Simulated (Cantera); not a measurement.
## Thermodynamics of silicon epitaxy and polysilicon growth, feed SiCl4 + Cl2 + H2

Feed: 1 mol SiCl4, 0.88 mol Cl2, 14 mol H2, at 0.450 bar.

Method: chemical equilibrium by Gibbs-energy minimisation in Cantera with the NASA 1993 tables (ideal gas, pure condensed phases). Candidate condensed phases: Si; 19 gas species. The tables' values for SiCl3 are old estimates; treat these amounts as uncertain. Equilibrium is a limit: real reactors are often held back by kinetics, nucleation or transport.

```csv
T (°C),x H2,x HCl,x SiCl4,x SiCl2,x SiCl3,x SiHCl3,x SiH2Cl2,x H
677,0.824,0.113,0.0609,4.80e-7,2.96e-5,0.00204,6.92e-6,7.53e-10
727,0.823,0.114,0.0598,3.06e-6,8.70e-5,0.00304,1.67e-5,3.07e-9
777,0.822,0.115,0.0584,1.61e-5,0.000227,0.00431,3.63e-5,1.10e-8
827,0.820,0.117,0.0565,7.05e-5,0.000535,0.00581,7.17e-5,3.49e-8
877,0.817,0.120,0.0539,0.000263,0.00114,0.00745,0.000129,1.01e-7
927,0.813,0.124,0.0506,0.000838,0.00220,0.00903,0.000211,2.65e-7
977,0.808,0.130,0.0461,0.00227,0.00382,0.0102,0.000309,6.48e-7
1027,0.800,0.138,0.0403,0.00517,0.00593,0.0107,0.000398,1.47e-6
1077,0.789,0.148,0.0334,0.00995,0.00816,0.0102,0.000451,3.16e-6
1127,0.777,0.161,0.0259,0.0164,0.0100,0.00884,0.000454,6.39e-6
1177,0.765,0.174,0.0188,0.0238,0.0111,0.00710,0.000416,1.23e-5
1227,0.753,0.186,0.0127,0.0311,0.0112,0.00532,0.000354,2.28e-5
1277,0.744,0.196,0.00812,0.0376,0.0105,0.00379,0.000288,4.05e-5
1327,0.736,0.204,0.00498,0.0428,0.00931,0.00260,0.000227,6.95e-5
```
x: gas mole fraction; nothing condenses.

From 677 °C to 1327 °C nothing is condensed. The main Si-bearing gas is SiCl4 at 677 °C and SiCl2 at 1327 °C.
